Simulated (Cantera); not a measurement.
## SiC + N₂ (sublimation and decomposition of ceramics)

Charge: 1 mol SiC, 0.41 mol N₂, equilibrated at 2325 K.

Cantera equilibrium calculation (NASA polynomials, part measured and part estimated; ideal gas, pure solids and liquids). Candidate condensed phases: C, Si, SiC, Si₃N₄; 20 gas species. The tables' values for SiN are old estimates; treat these amounts as uncertain. The numbers say what is thermodynamically allowed, not how fast it happens.

From 0.00750 Torr to 0.0540 Torr the condensed part is C(graphite). From 0.390 Torr to 143 Torr the condensed part is C(graphite) + SiC(s). From 1050 Torr to 7500 Torr the condensed part is SiC(s). The main Si-bearing gas is Si throughout.

```json
[
 {"P (Pa)": "1", "log p N₂": "-5.54", "log p Si": "-5.21", "log p SiC₂": "-6.04", "log p Si₂C": "-7.74", "n C(graphite)": "0.718", "n SiC(s)": "0"},
 {"P (Pa)": "7.20", "log p N₂": "-4.68", "log p Si": "-4.36", "log p SiC₂": "-5.19", "log p Si₂C": "-6.04", "n C(graphite)": "0.727", "n SiC(s)": "0"},
 {"P (Pa)": "52", "log p N₂": "-3.53", "log p Si": "-3.75", "log p SiC₂": "-4.57", "log p Si₂C": "-4.81", "n C(graphite)": "0.232", "n SiC(s)": "0.672"},
 {"P (Pa)": "370", "log p N₂": "-2.46", "log p Si": "-3.75", "log p SiC₂": "-4.57", "log p Si₂C": "-4.81", "n C(graphite)": "0.0199", "n SiC(s)": "0.972"},
 {"P (Pa)": "2700", "log p N₂": "-1.57", "log p Si": "-3.75", "log p SiC₂": "-4.57", "log p Si₂C": "-4.81", "n C(graphite)": "0.00258", "n SiC(s)": "0.996"},
 {"P (Pa)": "19000", "log p N₂": "-0.72", "log p Si": "-3.75", "log p SiC₂": "-4.57", "log p Si₂C": "-4.81", "n C(graphite)": "0.000352", "n SiC(s)": "0.999"},
 {"P (Pa)": "140000", "log p N₂": "0.15", "log p Si": "-3.75", "log p SiC₂": "-4.57", "log p Si₂C": "-4.81", "n C(graphite)": "0", "n SiC(s)": "1.000"},
 {"P (Pa)": "1000000", "log p N₂": "1.00", "log p Si": "-3.64", "log p SiC₂": "-4.68", "log p Si₂C": "-4.70", "n C(graphite)": "0", "n SiC(s)": "1.000"}
]
```
log p: log10 of the partial pressure in bar; n: condensed amount in mol.
